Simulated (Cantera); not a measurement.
Feed: 1 mol Si2Cl6, 0.026 mol HCl, 190 mol N2, held at 1550 K and 225 Torr.

Method: chemical equilibrium by Gibbs-energy minimisation in Cantera with the NASA 1993 tables (ideal gas, pure condensed phases). Candidate condensed phases: NH4Cl, Si, Si3N4; 28 gas species. The feed counts by its element totals alone. The tables' values for SiCl3 are old estimates; treat these amounts as uncertain. Equilibrium is a limit: real reactors are often held back by kinetics, nucleation or transport.

Base state: N2 0.989, SiCl2 0.00402, SiCl4 0.00399, SiCl3 0.00240, HCl 0.000135, Cl 2.74e-5 (mole fractions); condensed: gas only.

Problem. What changes in the equilibrium state with this change: temperature from 1550 K to 1398.15 K?

Solution. 
```tsv
species	before	after
N2	0.989	0.991
SiCl4	0.00399	0.00675
SiCl3	0.00240	0.00102
SiCl2	0.00402	0.000653
Cl	2.74e-5	4.02e-6
HCl	0.000135	0.000136
Si3N4(s), mol	0	0.130
```
N2 is the only nitrogen source here; it is nearly inert below about 1500 K, so the nitride shown seldom forms there in practice.
